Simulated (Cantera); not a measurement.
Equilibrium for calcination and drying: MgCO3 + H2O

A closed system holds: 1 mol MgCO3, 0.029 mol H2O, held at 1652 °C and 2.30 bar.

These are equilibrium values from Cantera (NASA tables, ideal gas, pure condensed phases), not measurements of a reactor. Candidate condensed phases: C, C6H6, C7H8, C8H18, H2O, Mg, MgCO3, MgO, Mg(OH)2; 116 gas species. Equilibrium is a limit: real reactors are often held back by kinetics, nucleation or transport.

The x(CO2) comes out as 0.961. The x(H2O) is 0.0279 and the x(CO) is 0.00728. The x(O2) is 0.00360 and the x(OH) comes out as 0.000217. The x(H2) comes out as 4.91e-5. The x(O) is 1.46e-5. The x(H) comes out as 4.42e-6. The n(MgO(s)) is 1.000 mol. The gas amount comes out as 1.033 mol and the log10 activity of C(graphite) (absent) is -8.33. The log10 activity of Mg(l) (absent) is -9.45.
